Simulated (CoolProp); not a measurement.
Vapour-liquid equilibrium of toluene (1) + o-xylene (2) at 0.951 MPa; x and y are mole fractions of (1).

The numbers come from the multi-fluid Helmholtz-energy mixture model, Lemmon 2006 and Zhou 2012; pair parameters Bell 2016 in CoolProp.

```json
[
 {"x": "0.05", "bubble temperature (°C)": "252.3", "y at the bubble point": "0.077", "dew temperature at overall composition x (°C)": "253.2", "liquid density (mol/L)": "6.116"},
 {"x": "0.15", "bubble temperature (°C)": "247.6", "y at the bubble point": "0.222", "dew temperature at overall composition x (°C)": "250.0", "liquid density (mol/L)": "6.223"},
 {"x": "0.25", "bubble temperature (°C)": "242.9", "y at the bubble point": "0.353", "dew temperature at overall composition x (°C)": "246.6", "liquid density (mol/L)": "6.330"},
 {"x": "0.35", "bubble temperature (°C)": "238.3", "y at the bubble point": "0.472", "dew temperature at overall composition x (°C)": "243.0", "liquid density (mol/L)": "6.437"},
 {"x": "0.45", "bubble temperature (°C)": "234.0", "y at the bubble point": "0.579", "dew temperature at overall composition x (°C)": "239.2", "liquid density (mol/L)": "6.544"},
 {"x": "0.55", "bubble temperature (°C)": "229.8", "y at the bubble point": "0.674", "dew temperature at overall composition x (°C)": "235.2", "liquid density (mol/L)": "6.650"},
 {"x": "0.65", "bubble temperature (°C)": "225.9", "y at the bubble point": "0.760", "dew temperature at overall composition x (°C)": "230.9", "liquid density (mol/L)": "6.757"},
 {"x": "0.75", "bubble temperature (°C)": "222.2", "y at the bubble point": "0.837", "dew temperature at overall composition x (°C)": "226.4", "liquid density (mol/L)": "6.864"},
 {"x": "0.85", "bubble temperature (°C)": "218.7", "y at the bubble point": "0.906", "dew temperature at overall composition x (°C)": "221.5", "liquid density (mol/L)": "6.971"},
 {"x": "0.95", "bubble temperature (°C)": "215.4", "y at the bubble point": "0.970", "dew temperature at overall composition x (°C)": "216.4", "liquid density (mol/L)": "7.080"}
]
```

No azeotrope shows between x = 0.05 and 0.95.

Pair parameters are fitted to limited data, so mixtures are less certain than the pure fluids.
